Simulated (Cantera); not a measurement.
## Ignition delay

Mixture: 34.2 % H₂, 9.49 % O₂, 35.5 % N₂, 20.8 % H₂O, equivalence ratio 1.8, at 3.60 bar, adiabatic and at constant volume. Ignition delay is the time to a rise of 400 K.

Cantera simulation using the H2/O2 subset of GRI-Mech 3.0, which has no nitrogen chemistry; the numbers are that mechanism's predictions, not measurements. The hydrogen kinetics of GRI-Mech 3.0 are dated; newer H2 mechanisms differ, most at raised pressure.

```
T0 (K)  delay (ms)
------  ----------
1025          8.65
1100          1.78
1175         0.351
1250        0.0551
1325        0.0163
1400       0.00912
1475       0.00623
1550       0.00469
```

| Quantity | Result |
|---|---|
| apparent activation energy between 1400 and 1550 K | 80 kJ/mol |
